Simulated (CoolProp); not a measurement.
Saturated liquid density (kg/m³) of hexamethyldisiloxane (MM): the reference equation beside estimates from Tc = 518.7 K, pc = 1.931 MPa, ω = 0.418.

Computed with CoolProp (reference Helmholtz-energy equation of state, Thol 2016).

```tsv
T (K)	reference	van der Waals	Redlich-Kwong	Soave-Redlich-Kwong
254.3	804.9	479.3	712.0	738.8
258.6	800.5	477.1	708.4	735.9
262.9	796.1	474.8	704.8	732.9
267.2	791.7	472.6	701.1	729.9
271.4	787.4	470.4	697.4	726.8
275.7	782.9	468.1	693.6	723.7
280	778.5	465.8	689.7	720.5
284.3	774.0	463.5	685.8	717.2
288.6	769.5	461.1	681.8	713.8
292.8	765.1	458.8	677.8	710.5
297.1	760.6	456.3	673.7	707.0
301.4	756.1	453.9	669.5	703.4
```

Absolute difference from the reference over all 12 rows, mean and median: van der Waals 40.2 and 40.2 %, Redlich-Kwong 11.4 and 11.4 %, Soave-Redlich-Kwong 7.5 and 7.5 %.
